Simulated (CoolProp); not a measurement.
Carbon monoxide along the isobar 2.41 MPa: fugacity coefficient from the reference equation and from simpler models built on Tc = 132.9 K, pc = 3.498 MPa, ω = 0.050; each cubic takes its own stable root.

Model: reference Helmholtz-energy equation of state, Lemmon 2006, in CoolProp. It is a short technical equation, of lower accuracy than the large ones.

| T (K) | phase | reference |
|---|---|---|
| 113.2 | liquid | 0.4545 |
| 127.7 | gas | 0.7459 |
| 142.2 | gas | 0.8181 |
| 156.7 | gas | 0.8652 |
| 171.2 | gas | 0.8981 |
| 185.6 | gas | 0.9221 |
| 200.1 | gas | 0.9401 |
| 214.6 | gas | 0.9539 |
| 229.1 | gas | 0.9646 |
| 243.6 | gas | 0.9730 |
| 258.1 | gas | 0.9798 |
| 272.6 | gas | 0.9852 |
| 287.1 | gas | 0.9896 |
| 301.6 | gas | 0.9931 |
| 316 | gas | 0.9961 |
| 330.5 | gas | 0.9985 |

Task: How far does each simpler model (van der Waals, Redlich-Kwong, Peng-Robinson) lie from the reference over these 16 states: mean and median of the absolute difference, and the worst?

Result: 
- van der Waals: mean 3.1 %, median 1.1 %, worst +31.9 % at 113.2 K and 2.41 MPa
- Redlich-Kwong: mean 0.5 %, median 0.4 %, worst +2.1 % at 113.2 K and 2.41 MPa
- Peng-Robinson: mean 1.3 %, median 1.0 %, worst -3.0 % at 127.7 K and 2.41 MPa
